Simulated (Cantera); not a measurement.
What does this Cantera script print?

```python
import numpy as np
import cantera as ct

surf = ct.Interface("ptcombust.yaml", "Pt_surf")
gas = surf.adjacent["gas"]
gas.TPX = 300, 8600, {'CH4': 0.054, 'O2': 0.069, 'N2': 0.79}
jet = ct.ImpingingJet(gas=gas, width=0.039, surface=surf)
jet.inlet.mdot, jet.inlet.T, jet.inlet.X = 0.082, 300, {'CH4': 0.054, 'O2': 0.069, 'N2': 0.79}
jet.set_refine_criteria(ratio=10, slope=0.2, curve=0.3)
show, cover = ['CH4', 'O2', 'H2O', 'OH', 'CO', 'CO2'], ["PT(S)", "H(S)", "O(S)", "OH(S)", "CO(S)", "C(S)"]

rows = []
print(f"{'Ts/K':>7s}" + "".join(f"{s:>11s}" for s in show + cover) + "   (gas at the wall, coverages)")
for i, Ts in enumerate([900, 950, 1000, 1050, 1100]):
    jet.surface.T = Ts
    if i == 0:
        surf.TP = Ts, 8600
        surf.coverages = "PT(S):0.5, O(S):0.5"
        surf.advance_coverages(1.0)
        jet.set_initial_guess(products="inlet")
    jet.solve(loglevel=0, auto=(i == 0))
    rows.append([*(jet.X[gas.species_index(s), -1] for s in show), *surf[cover].coverages])
    print(f"{Ts:7g}" + "".join(f"{x:11.3e}" for x in rows[-1]))
```

Output:

```
   Ts/K        CH4         O2        H2O         OH         CO        CO2      PT(S)       H(S)       O(S)      OH(S)      CO(S)       C(S)   (gas at the wall, coverages)
    900  1.448e-02  5.434e-03  8.014e-02  3.923e-11  4.635e-02  4.393e-04  5.056e-01  7.313e-04  1.036e-06  3.549e-06  3.444e-01  1.493e-01
    950  1.096e-02  4.190e-03  7.886e-02  8.647e-11  5.009e-02  3.033e-04  5.982e-01  1.494e-03  5.659e-07  2.316e-06  2.097e-01  1.906e-01
   1000  7.213e-03  2.859e-03  7.718e-02  2.962e-10  5.363e-02  6.658e-04  7.515e-01  1.851e-03  8.666e-07  2.855e-06  1.560e-01  9.067e-02
   1050  5.518e-03  2.280e-03  7.568e-02  1.091e-09  5.449e-02  1.685e-03  8.675e-01  1.816e-03  1.879e-06  3.919e-06  1.004e-01  3.032e-02
   1100  4.892e-03  2.088e-03  7.395e-02  3.657e-09  5.358e-02  3.488e-03  9.301e-01  1.658e-03  3.942e-06  5.042e-06  5.768e-02  1.058e-02
```

Cantera simulation using Deutschmann's 1995 Pt surface mechanism with GRI-Mech 3.0 gas chemistry; the numbers are that mechanism's predictions, not measurements. Catalytic surfaces can have several steady states; this one follows from the mechanism file's or the stated starting coverage.
